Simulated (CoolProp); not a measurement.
Computed with CoolProp (reference Helmholtz-energy equation of state, Thol 2015).

Question: Give the vapour pressure (MPa), vapour density (kg/m³), enthalpy of vaporisation (kJ/kg) of saturated 1,2-dichloroethane at 435.2, 468, 484.4 K.

Answer: 
```csv
T (K),p (MPa),vapour density (kg/m³),enthalpy of vaporisation (kJ/kg)
435.2,0.722,22.5,273
468,1.32,41.6,245
484.4,1.74,55.6,228
```
